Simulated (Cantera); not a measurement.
## Diamond growth

A diamond (100) surface in a fixed gas of H2 with x(CH4) = 0.007, x(H) = 0.0041, at 900 K, 0.0424 atm; coverages are run to steady state.

Model: the Harris–Goodwin 1993 mechanism for the reconstructed diamond (100) surface, integrated in Cantera.

```json
[
 {"x(CH3)": "1e-06", "growth (µm/h)": "0.0135", "θ c6HH": "0.692", "θ c6H*": "0.0105", "θ c6*H": "0.293", "θ c6**": "0.00438", "θ c6HM": "0.000205"},
 {"x(CH3)": "2.8e-06", "growth (µm/h)": "0.0377", "θ c6HH": "0.692", "θ c6H*": "0.0105", "θ c6*H": "0.293", "θ c6**": "0.00438", "θ c6HM": "0.000575"},
 {"x(CH3)": "8.1e-06", "growth (µm/h)": "0.109", "θ c6HH": "0.691", "θ c6H*": "0.0105", "θ c6*H": "0.292", "θ c6**": "0.00437", "θ c6HM": "0.00166"},
 {"x(CH3)": "2.3e-05", "growth (µm/h)": "0.308", "θ c6HH": "0.688", "θ c6H*": "0.0104", "θ c6*H": "0.291", "θ c6**": "0.00435", "θ c6HM": "0.00470"},
 {"x(CH3)": "6.5e-05", "growth (µm/h)": "0.859", "θ c6HH": "0.681", "θ c6H*": "0.0103", "θ c6*H": "0.288", "θ c6**": "0.00429", "θ c6HM": "0.0131"},
 {"x(CH3)": "0.00019", "growth (µm/h)": "2.43", "θ c6HH": "0.660", "θ c6H*": "0.0100", "θ c6*H": "0.279", "θ c6**": "0.00413", "θ c6HM": "0.0371"},
 {"x(CH3)": "0.00053", "growth (µm/h)": "6.22", "θ c6HH": "0.611", "θ c6H*": "0.00924", "θ c6*H": "0.258", "θ c6**": "0.00374", "θ c6HM": "0.0950"},
 {"x(CH3)": "0.0015", "growth (µm/h)": "14.3", "θ c6HH": "0.506", "θ c6H*": "0.00761", "θ c6*H": "0.212", "θ c6**": "0.00291", "θ c6HM": "0.218"},
 {"x(CH3)": "0.0042", "growth (µm/h)": "26.3", "θ c6HH": "0.349", "θ c6H*": "0.00518", "θ c6*H": "0.145", "θ c6**": "0.00173", "θ c6HM": "0.402"}
]
```
θ: site fractions in the mechanism's names (c6HH fully hydrogenated, c6H* and c6*H radical sites, c6** diradical, c6HM methylated).
